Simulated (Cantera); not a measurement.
Mixture: CH4 : C2H6 : C3H8 : O2 : N2 = 1 : 0.03 : 0.031 : 1.41 : 5.31 (molar parts), at 420000 Pa, adiabatic and at constant pressure. Ignition delay is the time to a rise of 400 K.

Computed with Cantera and GRI-Mech 3.0 (53 species, 325 reactions).

**Question.** Predict: delay at 1048 K; delay at 1148 K; delay at 1248 K; delay at 1348 K; delay at 1448 K; delay at 1548 K; delay at 1648 K; apparent activation energy between 1448 and 1648 K.

**Answer.** 
```
Property                                                Result
--------------------------------------------------  ----------
delay at 1048 K                                        44.2 ms
delay at 1148 K                                        11.5 ms
delay at 1248 K                                        2.94 ms
delay at 1348 K                                       0.794 ms
delay at 1448 K                                       0.247 ms
delay at 1548 K                                        90.7 µs
delay at 1648 K                                        39.0 µs
apparent activation energy between 1448 and 1648 K  180 kJ/mol
```
